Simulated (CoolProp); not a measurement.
Properties of carbonyl sulfide along the isobar 246 bar (Tc = 378.8 K, pc = 63.69 bar, ω = 0.098).

Model: reference Helmholtz-energy equation of state, Lemmon 2006, in CoolProp. It is a short technical equation, of lower accuracy than the large ones.

```tsv
T (K)	phase	cp (kJ/(kg K))	cv (kJ/(kg K))	speed of sound (m/s)	Joule-Thomson coefficient (K/MPa)	isothermal compressibility (1/MPa)
368.9	liquid	1.335	0.7250	613.6	0.04080	0.005442
386.8	supercritical	1.374	0.7292	558.3	0.1950	0.007100
404.8	supercritical	1.415	0.7336	506.7	0.3875	0.009372
422.7	supercritical	1.454	0.7379	460.6	0.6208	0.01239
440.6	supercritical	1.485	0.7420	420.7	0.8941	0.01625
458.6	supercritical	1.500	0.7456	388.1	1.196	0.02084
476.5	supercritical	1.493	0.7485	363.7	1.495	0.02563
494.5	supercritical	1.463	0.7508	346.9	1.761	0.03005
512.4	supercritical	1.418	0.7525	336.8	1.966	0.03355
530.3	supercritical	1.366	0.7539	331.7	2.103	0.03606
548.3	supercritical	1.314	0.7552	330.0	2.178	0.03771
566.2	supercritical	1.267	0.7567	330.8	2.202	0.03871
584.1	supercritical	1.226	0.7584	333.1	2.188	0.03929
602.1	supercritical	1.191	0.7603	336.5	2.149	0.03959
620	supercritical	1.162	0.7625	340.5	2.092	0.03971
```
